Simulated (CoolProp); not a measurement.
Model: reference Helmholtz-energy equation of state, Lemmon 2006, in CoolProp. It is a short technical equation, of lower accuracy than the large ones.

Give the vapour pressure (MPa), vapour density (kg/m³), enthalpy of vaporisation (kJ/kg), liquid cp (kJ/(kg K)) of saturated carbonyl sulfide at 291.8 K.


| T (K) | p (MPa) | vapour density (kg/m³) | enthalpy of vaporisation (kJ/kg) | liquid cp (kJ/(kg K)) |
|---|---|---|---|---|
| 291.8 | 1.09 | 31.7 | 252 | 1.34 |
